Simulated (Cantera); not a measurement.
## Premixed flame

A freely propagating, adiabatic, planar premixed flame of 10.1 % CH4, 20.6 % O2, 60.7 % N2, 8.59 % H2O, unburnt at 548 K and 0.840 bar; mixture-averaged transport, grid criteria slope 0.08 and curve 0.16, no radiation.

Detailed kinetics in Cantera: GRI-Mech 3.0 (53 species, 325 reactions). Burning velocities carry a grid error of a few per cent, more on coarse grids.

```csv
z (mm),T (K),u (m/s),x CH4,x O2,x H2O,x H,x CH2CO,x CH3
-1.15,548,1.25,0.101,0.206,0.0859,<1e-8,<1e-8,1.52e-8
-0.766,549,1.25,0.101,0.206,0.0859,<1e-8,<1e-8,1.79e-7
-0.574,554,1.27,0.100,0.205,0.0865,<1e-8,4.16e-8,1.11e-6
-0.383,600,1.38,0.0965,0.201,0.0920,3.01e-7,8.12e-7,1.08e-5
-0.191,976,2.29,0.0712,0.170,0.132,0.000138,2.74e-5,0.000428
-0.0957,1399,3.32,0.0399,0.127,0.177,0.000966,0.000105,0.00240
0,1793,4.29,0.00988,0.0750,0.221,0.00398,0.000126,0.00272
0.0957,1959,4.69,0.000797,0.0440,0.241,0.00754,2.43e-5,0.000392
0.191,2007,4.79,3.34e-5,0.0329,0.246,0.00907,1.38e-6,1.88e-5
0.383,2060,4.88,4.96e-8,0.0270,0.247,0.00900,<1e-8,3.18e-8
0.766,2128,5.01,<1e-8,0.0236,0.250,0.00724,<1e-8,<1e-8
1.53,2208,5.18,<1e-8,0.0204,0.257,0.00489,<1e-8,<1e-8
3.06,2284,5.33,<1e-8,0.0172,0.264,0.00301,<1e-8,<1e-8
```
x: mole fraction of selected species; z is measured from the peak of heat release.

```
Property                    Result
------------------------  --------
laminar burning velocity  125 cm/s
thermal thickness         0.383 mm
peak x(H)                  0.00929
peak x(CH2CO)             0.000145
peak x(CH3)                0.00334
grid points                    156
```
